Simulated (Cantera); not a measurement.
A Cantera script and what it prints.

```python
import numpy as np
import cantera as ct

gas_names = """
    F FO FO2 F2 F2O N NF NF2 NF3 NO NO2 NO3 N2 N2O O O2 O3 Si SiF SiF2 SiF3 SiF4 SiN SiO SiO2 Si2 Si2N
    Si3
""".split()
cond_names = """
    Si(cr) Si(L) SiO2(Lqz) SiO2(hqz) SiO2(L) Si2N2O(s) Si3N4(a)
""".split()


# ... load() reads the species with a 1 bar reference pressure and builds the phases ...
atoms = {
    'SiF4': {'Si': 1, 'F': 4},
    'N2O': {'N': 2, 'O': 1},
}
top_T = {'Si2N2O(s)': 2100, 'Si3N4(a)': 2400}  # K; cautious upper limits of use, not melting points


# ... equilibrate(T, P, feed) seeds the gas with the atoms and calls Mixture.equilibrate('TP', solver="vcs", rtol=1e-11, max_steps=5000) ...
results = []
feed = {'SiF4': 1, 'N2O': 1.4}  # mol
T = 1925  # K
P = 570  # Pa
mix = equilibrate(T, P, feed)
results.append((T, P, feed, dict(zip(mix.species_names, mix.species_moles))))
print(gas.report(threshold=0.0001))
for i in range(1, mix.n_phases):
    print(f"{mix.phase(i).name:16s} {mix.phase_moles(i):12.5e} mol")
```

Output:

```
       temperature   1925 K
          pressure   570 Pa
           density   0.0019001 kg/m^3
  mean mol. weight   53.354 kg/kmol
   phase of matter   gas

                          1 kg             1 kmol
                     ---------------   ---------------
          enthalpy       -8.0499e+06       -4.2949e+08  J
   internal energy       -8.3499e+06        -4.455e+08  J
           entropy            7012.2        3.7413e+05  J/K
    Gibbs function       -2.1548e+07       -1.1497e+09  J
 heat capacity c_p            1105.3             58970  J/K
 heat capacity c_v            949.43             50656  J/K

                      mass frac. Y      mole frac. X     chem. pot. / RT
                     ---------------   ---------------   ---------------
                 F         0.0002386        0.00067006           -29.296
                NO         0.0026954         0.0047928           -34.042
                N2           0.23544            0.4484           -32.782
                 O        0.00068833         0.0022955           -17.651
                O2           0.13305           0.22185           -35.302
              SiF3        0.00099945        0.00062676           -123.18
              SiF4           0.62688           0.32136           -152.48
     [  +21 minor]         1.123e-05        1.1787e-05

Si(L)             0.00000e+00 mol
SiO2(L)           0.00000e+00 mol
Si2N2O(s)         0.00000e+00 mol
Si3N4(a)          0.00000e+00 mol
```

These are equilibrium values from Cantera (NASA tables, ideal gas, pure condensed phases), not measurements of a reactor. The tables' values for SiF3 are old estimates; treat these amounts as uncertain.
